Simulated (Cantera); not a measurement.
# Hydrocarbon pyrolysis for carbon deposition

An isothermal, constant-pressure homogeneous reactor starts with 0.709 % C2H6, 99.3 % N2, at 1650 K and 13300 Pa.

Computed with Cantera and GRI-Mech 3.0 (53 species, 325 reactions). GRI-Mech 3.0 stops at C3 and has no aromatics, soot or wall deposition, so with more carbon than oxygen in the feed, carbon stays in small species such as C2H2 where larger ones or solid carbon would form.

| t (s) | x C2H6 | x H2 | x H | x C2H4 | x CH3 |
|---|---|---|---|---|---|
| 5.00e-5 | 0.00645 | 3.81e-5 | 2.58e-5 | 5.12e-5 | 0.00112 |
| 0.000125 | 0.00516 | 0.000607 | 0.000148 | 0.000666 | 0.00220 |
| 0.000313 | 0.00209 | 0.00345 | 0.000311 | 0.00285 | 0.00253 |
| 0.000783 | 0.000183 | 0.00793 | 0.000326 | 0.00288 | 0.001000 |
| 0.00196 | 1.21e-5 | 0.0108 | 0.000171 | 0.00112 | 0.000316 |
| 0.00490 | 2.99e-6 | 0.0120 | 9.01e-5 | 0.000301 | 0.000146 |
| 0.0122 | 9.92e-7 | 0.0124 | 5.19e-5 | 5.68e-5 | 7.80e-5 |
| 0.0306 | 3.76e-7 | 0.0126 | 3.26e-5 | 1.29e-5 | 4.58e-5 |
| 0.0766 | 1.97e-7 | 0.0127 | 2.54e-5 | 6.45e-6 | 3.25e-5 |
| 0.192 | 1.32e-7 | 0.0129 | 2.51e-5 | 4.53e-6 | 2.66e-5 |
| 0.479 | 6.94e-8 | 0.0132 | 2.62e-5 | 2.75e-6 | 1.93e-5 |
| 1.20 | 2.31e-8 | 0.0136 | 2.76e-5 | 1.51e-6 | 1.12e-5 |
| 3.00 | 5.11e-9 | 0.0138 | 2.86e-5 | 1.05e-6 | 5.29e-6 |
x: mole fraction; the columns are a selection and need not sum to one.

Equilibrium at this temperature and pressure: C2H6 <1e-12, H2 0.0140, H 2.96e-5, C2H4 7.38e-8, CH3 4.33e-8 (gas phase only).
